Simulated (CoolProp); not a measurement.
Vapour-liquid equilibrium of propane (1) + isohexane (2) at 16 kPa; x and y are mole fractions of (1).

Model: multi-fluid Helmholtz-energy mixture model, Lemmon 2009 and Lemmon 2006; pair parameters Bell 2016, in CoolProp.

| x | bubble temperature (K) | y at the bubble point | dew temperature at overall composition x (K) | liquid density (mol/L) |
|---|---|---|---|---|
| 0.05 | 253.5 | ? | 284.0 | 8.151 |
| 0.125 | 233.3 | 0.957 | ? | 8.631 |
| 0.2 | 223.4 | 0.982 | ? | 9.027 |
| 0.275 | ? | 0.990 | 278.4 | 9.407 |
| 0.35 | 212.8 | 0.994 | 276.2 | 9.789 |
| 0.425 | 209.5 | 0.996 | 273.8 | 10.18 |
| 0.5 | 206.8 | 0.997 | 271.2 | ? |
| 0.575 | 204.7 | 0.998 | ? | 11.03 |
| 0.65 | 202.8 | 0.999 | 264.6 | 11.48 |
| 0.725 | 201.1 | 0.999 | 260.4 | 11.97 |
| 0.8 | 199.7 | 0.999 | 255.2 | 12.48 |
| 0.875 | 198.3 | 1.000 | 247.9 | 13.04 |
| 0.95 | 197.1 | 1.000 | ? | 13.63 |

**Question.** Some entries are withheld; supply them.

**Answer.** 
- 0.05, y at the bubble point: 0.820
- 0.125, dew temperature at overall composition x (K): 282.3
- 0.2, dew temperature at overall composition x (K): 280.4
- 0.275, bubble temperature (K): 217.2
- 0.5, liquid density (mol/L): 10.59
- 0.575, dew temperature at overall composition x (K): 268.1
- 0.95, dew temperature at overall composition x (K): 235.2

No azeotrope shows between x = 0.05 and 0.95.

The pair parameters rest on a limited set of measurements; away from them the model extrapolates.
